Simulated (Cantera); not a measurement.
Charge: 1 mol SiCl₄, 2.8 mol CH₄, 1.1 mol H₂, equilibrated at 248 Torr.

Cantera equilibrium calculation (NASA polynomials, part measured and part estimated; ideal gas, pure solids and liquids). Candidate condensed phases: C, C₆H₆, C₇H₈, C₈H₁₈, Si, SiC; 109 gas species. The tables' values for SiCl₃, SiCl are old estimates; treat these amounts as uncertain. The numbers say what is thermodynamically allowed, not how fast it happens.

x: gas mole fraction; n: condensed amount in mol.

| T (K) | x H₂ | x HCl | x SiCl₂ | x SiCl₄ | x SiCl₃ | x SiHCl₃ | n C(graphite) | n SiC(s) |
|---|---|---|---|---|---|---|---|---|
| 1425 | 0.601 | 0.369 | 0.00367 | 0.0185 | 0.00416 | 0.00236 | 2.04 | 0.755 |
| 1475 | 0.589 | 0.386 | 0.00527 | 0.0129 | 0.00447 | 0.00186 | 2.01 | 0.790 |
| 1525 | 0.580 | 0.398 | 0.00718 | 0.00872 | 0.00459 | 0.00143 | 1.99 | 0.811 |
| 1575 | 0.574 | 0.405 | 0.00936 | 0.00574 | 0.00453 | 0.00108 | 1.98 | 0.821 |
| 1625 | 0.570 | 0.409 | 0.0117 | 0.00373 | 0.00434 | 0.000811 | 1.98 | 0.821 |
| 1675 | 0.569 | 0.410 | 0.0143 | 0.00241 | 0.00408 | 0.000604 | 1.98 | 0.814 |
| 1725 | 0.568 | 0.408 | 0.0170 | 0.00157 | 0.00378 | 0.000451 | 2.00 | 0.802 |
| 1775 | 0.569 | 0.406 | 0.0199 | 0.00102 | 0.00346 | 0.000338 | 2.01 | 0.786 |
| 1825 | 0.570 | 0.402 | [?] | [?] | 0.00316 | [?] | 2.03 | 0.766 |
| 1875 | 0.572 | 0.397 | [?] | [?] | 0.00287 | [?] | 2.05 | 0.745 |
| 1925 | 0.574 | 0.392 | 0.0289 | 0.000303 | 0.00260 | 0.000148 | 2.07 | 0.722 |

Problem. Some entries are withheld; supply them.

Solution. 
- 1875, x SiCl₂: 0.0258
- 1875, x SiCl₄: 0.000449
- 1875, x SiHCl₃: 0.000193
- 1825, x SiCl₂: 0.0228
- 1825, x SiCl₄: 0.000674
- 1825, x SiHCl₃: 0.000255
